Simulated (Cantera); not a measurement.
# Pyrogenic steam for wet oxidation

An isothermal, constant-pressure homogeneous reactor starts with 27.7 % H2, 16.3 % O2, 55.4 % N2, 0.603 % H2O, equivalence ratio 0.85, at 1375 K and 0.350 bar.

Cantera simulation using GRI-Mech 3.0 (53 species, 325 reactions); the numbers are that mechanism's predictions, not measurements. The temperature is held fixed by assumption; the heat of reaction is taken as removed at once.

```
t (s)         x H2    x O2      x OH    x HO2     x NO       x H    x N2O
--------  --------  ------  --------  -------  -------  --------  -------
5.00e-5      0.206   0.133   0.00455  2.38e-5  5.32e-8    0.0398  2.32e-9
0.000114    0.0369  0.0522   0.00886  1.98e-5  1.29e-5    0.0734  2.55e-8
0.000259    0.0220  0.0398   0.00590  1.73e-5  2.16e-5    0.0235  3.35e-8
0.000589   0.00857  0.0319   0.00322  1.35e-5  2.38e-5   0.00450  4.78e-8
0.00134    0.00228  0.0290   0.00153  8.81e-6  2.41e-5  0.000544  7.01e-8
0.00305   0.000476  0.0284  0.000681  3.50e-6  2.41e-5   4.99e-5  9.22e-8
0.00695    9.82e-5  0.0283  0.000316  9.44e-7  2.41e-5   4.83e-6  1.06e-7
0.0158     2.40e-5  0.0283  0.000161  2.55e-7  2.41e-5   6.16e-7  1.11e-7
0.0360     7.31e-6  0.0283   9.17e-5  8.35e-8  2.41e-5   1.09e-7  1.07e-7
0.0819     2.77e-6  0.0283   5.72e-5  3.74e-8  2.42e-5   2.63e-8  9.05e-8
0.186      1.39e-6  0.0283   4.05e-5  2.53e-8  2.42e-5   9.46e-9  5.86e-8
0.424      1.05e-6  0.0284   3.48e-5  2.30e-8  2.42e-5   6.16e-9  2.34e-8
0.965      1.02e-6  0.0284   3.42e-5  2.28e-8  2.42e-5   5.88e-9  8.28e-9
2.20       1.02e-6  0.0284   3.42e-5  2.28e-8  2.42e-5   5.88e-9  7.18e-9
5.00       1.02e-6  0.0284   3.42e-5  2.28e-8  2.42e-5   5.88e-9  7.18e-9
```
x: mole fraction; the columns are a selection and need not sum to one.

Equilibrium at this temperature and pressure: H2 1.02e-6, O2 0.0283, OH 3.42e-5, HO2 2.27e-8, NO 0.000209, H 5.88e-9, N2O 7.17e-9 (gas phase only).
